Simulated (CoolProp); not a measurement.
n-perfluoropentane at 293.15 K and 0.00758 MPa is throttled through a valve to 0.00183 MPa with no heat exchange. Each further row changes one setting.

The numbers come from the reference Helmholtz-energy equation of state, Gao 2022 in CoolProp.

```csv
case,final density (kg/m³)
as stated,(withheld)
outlet pressure 0.000549 MPa,(withheld)
outlet pressure 0.00238 MPa,(withheld)
```

**Question.** Fill in the missing entries.

**Answer.** 
- as stated, final density (kg/m³): 0.217
- outlet pressure 0.000549 MPa, final density (kg/m³): 0.0649
- outlet pressure 0.00238 MPa, final density (kg/m³): 0.282
